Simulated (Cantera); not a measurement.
A closed system holds: 1 mol Si, 0.14 mol H2O, held at 0.180 bar.

Equilibrium computed with Cantera from the NASA thermochemical tables; the gas is ideal and each condensed phase is pure. Candidate condensed phases: H2O, Si, SiO2; 18 gas species. Rates play no part. All values below are at 773 K.

Base state: H2 1.00 (mole fractions); condensed: Si(s) + SiO2(α-quartz).

**Question.** What changes in the equilibrium state with this change: 0.088 mol HCl added?

**Answer.** 
| species | before | after |
|---|---|---|
| H2 | 1.00 | 0.882 |
| SiCl4 | 0 | 0.0817 |
| SiHCl3 | 0 | 0.0335 |
| HCl | 0 | 0.00135 |
| SiH2Cl2 | 0 | 0.00106 |
| SiCl3 | 0 | 3.31e-5 |
| Si(s), mol | 0.930 | 0.906 |
| SiO2(α-quartz), mol | 0.0700 | 0.0700 |
The tables' values for SiCl3 are old estimates; treat these amounts as uncertain.
